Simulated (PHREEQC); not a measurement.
Synthetic water in mmol/kgw, 15 °C, pH 8.51:

```
constituent           mmol/kgw
--------------------  --------
Na                          75
K                         2.24
Ca                       0.587
Mg                        12.9
Cl                        95.9
S(6)                      1.86
Alkalinity (meq/kgw)     0.665
Si                      0.0312
```

Valence states are taken as typed.

All values are PHREEQC results (Pitzer model, pitzer.dat), not measurements.

Task: The ionic strength comes out as 0.118 mol/kgw. What activity coefficients do K+, Na+, SO4-2, Mg+2, Cl- get?

Result: K+ 0.77, Na+ 0.78, SO4-2 0.26, Mg+2 0.37, Cl- 0.76. Single-ion values are on the MacInnes scale.

No solid was allowed to form. Examples of supersaturated solids here: Magnesite (slow to form). Others may be too.
